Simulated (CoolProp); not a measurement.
n-butane along the isobar 12000 kPa: density (kg/m³) from the reference equation and from simpler models built on Tc = 152.0 °C, pc = 3796 kPa, ω = 0.201; each cubic takes its own stable root.

Computed with CoolProp (reference Helmholtz-energy equation of state, Bücker 2006).

```tsv
T (°C)	phase	reference	Redlich-Kwong	Soave-Redlich-Kwong
-100.35	liquid	705.9	?	650.3
-66.15	liquid	675.4	622.9	629.1
-31.85	liquid	?	596.4	604.9
2.35	liquid	?	567.3	577.4
36.55	liquid	579.0	535.2	546.0
70.85	liquid	542.9	499.7	?
105.05	liquid	503.3	460.8	468.5
139.35	liquid	458.4	418.0	420.5
173.55	supercritical	406.4	371.4	366.1
```

**Question.** Complete the blanks.

**Answer.** 
- -100.35, Redlich-Kwong: 646.6
- -31.85, reference: 644.4
- 2.35, reference: 612.5
- 70.85, Soave-Redlich-Kwong: 509.9
